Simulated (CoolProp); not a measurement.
Vapour-liquid equilibrium of CH2F2 (R32) (1) + R1234ze(E) (2) at 528 kPa; x and y are mole fractions of (1).

Model: multi-fluid Helmholtz-energy mixture model, Tillner-Roth 1997 and Thol 2016; pair parameters Bell 2023, in CoolProp.

Task: Give the bubble temperature and the first vapour's composition at x = 0.05, 0.2, 0.8. Is there an azeotrope?

Result: x = 0.05: 295.9 K, y = 0.147; x = 0.2: 285.6 K, y = 0.461; x = 0.8: 264.6 K, y = 0.920. No azeotrope shows between x = 0.05 and 0.95.

Pair parameters are fitted to limited data, so mixtures are less certain than the pure fluids.
